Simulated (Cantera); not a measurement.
A closed system holds: 1 mol Ta(OEt)5, 0.53 mol O2, held at 0.100 bar.

These are equilibrium values from Cantera (NASA tables, ideal gas, pure condensed phases), not measurements of a reactor. Candidate condensed phases: C, C6H6, C7H8, C8H18, H2O, Ta, TaC, Ta2O5; 113 gas species. The feed counts by its element totals alone. TaC: taken at fixed stoichiometry. Condensed phases not in the tables: Ta2C. Kinetics and transport are ignored. All values below are at 2023 K.

Base state: H2 0.669, CO 0.326, H 0.00491, C2H2 (acetylene) 0.000597, CH4 1.79e-5 (mole fractions); condensed: C(graphite) + TaC(s).

Task: What changes in the equilibrium state with this change: pressure from 0.100 bar to 1.00 bar?

Result: 
```json
[
 {"species": "H2", "before": "0.669", "after": "0.671"},
 {"species": "CO", "before": "0.326", "after": "0.326"},
 {"species": "H", "before": "0.00491", "after": "0.00156"},
 {"species": "CH4", "before": "1.79e-5", "after": "0.000180"},
 {"species": "H2O", "before": "2.33e-6", "after": "2.35e-5"},
 {"species": "C2H2 (acetylene)", "before": "0.000597", "after": "0.000600"},
 {"species": "C(graphite), mol", "before": "2.92", "after": "2.91"},
 {"species": "TaC(s), mol", "before": "1.00", "after": "1.00"}
]
```

Task: What changes in the equilibrium state with this change: pressure from 0.100 bar to 3.50 bar?

Result: 
```csv
species,before,after
H2,0.669,0.671
CO,0.326,0.327
H,0.00491,0.000832
CH4,1.79e-5,0.000630
H2O,2.33e-6,8.21e-5
CH3,2.59e-6,1.54e-5
C2H2 (acetylene),0.000597,0.000600
"C(graphite), mol",2.92,2.91
"TaC(s), mol",1.00,1.00
```
